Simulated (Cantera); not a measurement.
An isothermal, constant-pressure homogeneous reactor starts with 13.0 % H2, 87.0 % O2, at 1098 K and 0.00197 atm.

Computed with Cantera and the H2/O2 subset of GRI-Mech 3.0, which has no nitrogen chemistry. Radical loss at walls, strong at low pressure, is not modelled. The temperature is held fixed by assumption; the heat of reaction is taken as removed at once.

x: mole fraction; the columns are a selection and need not sum to one.

| t (s) | x H2 | x O2 | x H2O2 | x H2O | x HO2 | x H |
|---|---|---|---|---|---|---|
| 0.000800 | 0.130 | 0.870 | <1e-12 | 7.53e-10 | 1.51e-9 | 1.47e-9 |
| 0.00205 | 0.130 | 0.870 | 2.40e-12 | (withheld) | (withheld) | (withheld) |
| 0.00528 | 0.130 | 0.870 | 1.61e-11 | 7.63e-7 | 1.05e-8 | 4.19e-7 |
| 0.0136 | 0.114 | 0.860 | 1.17e-8 | 0.0118 | 7.32e-7 | 0.00659 |
| 0.0348 | 0.00410 | 0.790 | 2.50e-8 | 0.103 | 1.30e-6 | 0.0417 |
| 0.0894 | (withheld) | 0.797 | 2.63e-8 | 0.108 | 1.32e-6 | (withheld) |
| 0.230 | 0.00302 | 0.813 | 3.03e-8 | 0.117 | 1.36e-6 | 0.0243 |
| 0.590 | 0.00165 | 0.837 | 3.76e-8 | 0.129 | 1.31e-6 | 0.00904 |
| 1.52 | 0.000437 | 0.855 | 4.08e-8 | 0.137 | 9.61e-7 | 0.00117 |
| 3.89 | 6.60e-5 | 0.859 | 2.84e-8 | 0.139 | 4.02e-7 | 6.78e-5 |
| 10.0 | 1.01e-5 | 0.860 | 1.36e-8 | 0.139 | 1.08e-7 | 4.08e-6 |

Q: Fill in the missing entries.

A: 
- 0.00205, x H2O: 1.12e-8
- 0.00205, x HO2: 3.90e-9
- 0.00205, x H: 8.44e-9
- 0.0894, x H2: 0.00374
- 0.0894, x H: 0.0358
